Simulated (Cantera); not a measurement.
Input (Python, Cantera) and output of one run.

```python
import numpy as np
import cantera as ct

gas_names = """
    F F2 H HF H2 H2F2 H3F3 H4F4 H5F5 H6F6 H7F7 N NF NF2 NF3 NH NH2 NH3 N2 N2H2 N2H4 Si SiF SiF2 SiF3
    SiF4 SiH SiHF3 SiH2 SiH2F2 SiH3 SiH3F SiH4 SiN Si2 Si2N Si3
""".split()
cond_names = """
    Si(cr) Si(L) Si3N4(a)
""".split()


def load(file, names, dense=False):
    # The tables refer to 1 bar. Condensed volumes are neglected.
    table = {s.name: s for s in ct.Species.list_from_file(file)}
    out = []
    for n in names:
        d = dict(table[n].input_data)
        d["thermo"] = dict(d["thermo"], **{"reference-pressure": 1e5})
        if dense:
            d["equation-of-state"] = {"model": "constant-volume", "density": "1e6 g/cm^3"}
        out.append(ct.Species.from_dict(d))
    return out


gas = ct.Solution(thermo="ideal-gas", species=load("nasa_gas.yaml", gas_names))
cond = {s.name: ct.Solution(thermo="fixed-stoichiometry", species=[s], name=s.name)
        for s in load("nasa_condensed.yaml", cond_names, dense=True)}
atoms = {
    'Si': {'Si': 1},
    'HF': {'H': 1, 'F': 1},
    'N2': {'N': 2},
}
top_T = {'Si3N4(a)': 2400}  # K; cautious upper limits of use, not melting points


def equilibrate(T, P, feed):
    n = {}
    for name, mol in feed.items():
        for a, k in atoms[name].items():
            n[a] = n.get(a, 0.0) + k * mol
    gas.TPX = T, P, n
    mass = sum(n.values()) * gas.mean_molecular_weight
    gas.equilibrate("TP")
    valid = [c for c in cond.values() if c.min_temp <= T <= top_T.get(c.name, c.max_temp)]
    mix = ct.Mixture([(gas, mass / gas.mean_molecular_weight)] + [(c, 0.0) for c in valid])
    mix.T, mix.P = T, P
    mix.equilibrate("TP", solver="vcs", rtol=1e-11, max_steps=5000)
    return mix


results = []
T = 900  # K
P = 9.6  # Pa
for m in [1.9, 3, 4.2, 5.3, 6.5, 7.6, 8.8, 9.9, 11, 12]:
    feed = {'Si': 1, 'HF': m, 'N2': 2.7}  # mol
    mix = equilibrate(T, P, feed)
    results.append((T, P, feed, dict(zip(mix.species_names, mix.species_moles))))

top = {s: max(r[3][s] / sum(r[3][g] for g in gas_names) for r in results) for s in gas_names}
cols = sorted((s for s in top if top[s] > 1e-06), key=lambda s: -top[s])[:9]
seen = [c for c in cond_names if any(r[3].get(c, 0) > 1e-12 for r in results)]
print("log10 of partial pressures in bar; condensed amounts in mol")
print(f"{'n(HF)':>10s}" + "".join(f"{s[:9]:>10s}" for s in cols + seen))
for T, P, feed, n in results:
    ng = sum(n[g] for g in gas_names)
    print(f"{feed['HF']:10.4g}" + "".join(f"{np.log10(max(n[s] / ng * P / 1e5, 1e-99)):10.3f}" for s in cols)
          + "".join(f"{n.get(c, 0):10.4g}" for c in seen))
```

Output:

```
log10 of partial pressures in bar; condensed amounts in mol
     n(HF)        N2        HF        H2      SiF4     SiHF3      SiF3  Si3N4(a)
       1.9    -4.224    -7.506    -4.617    -4.918    -8.488    -9.065    0.1751
         3    -4.294    -7.446    -4.522    -4.823    -8.357    -8.982   0.08346
       4.2    -4.357    -5.488    -4.488    -4.789   -10.247   -10.889         0
       5.3    -4.431    -4.749    -4.562    -4.863   -11.134   -11.739         0
       6.5    -4.500    -4.534    -4.631    -4.932   -11.487   -12.057         0
       7.6    -4.555    -4.430    -4.685    -4.986   -11.700   -12.243         0
       8.8    -4.608    -4.358    -4.738    -5.039   -11.877   -12.394         0
       9.9    -4.651    -4.311    -4.781    -5.082   -12.010   -12.505         0
        11    -4.690    -4.276    -4.821    -5.122   -12.124   -12.599         0
        12    -4.723    -4.251    -4.853    -5.154   -12.215   -12.674         0
```

Method: chemical equilibrium by Gibbs-energy minimisation in Cantera with the NASA 1993 tables (ideal gas, pure condensed phases). N2 is the only nitrogen source here; it is nearly inert below about 1500 K, so the nitride shown seldom forms there in practice. The tables' values for SiF3 are old estimates; treat these amounts as uncertain.
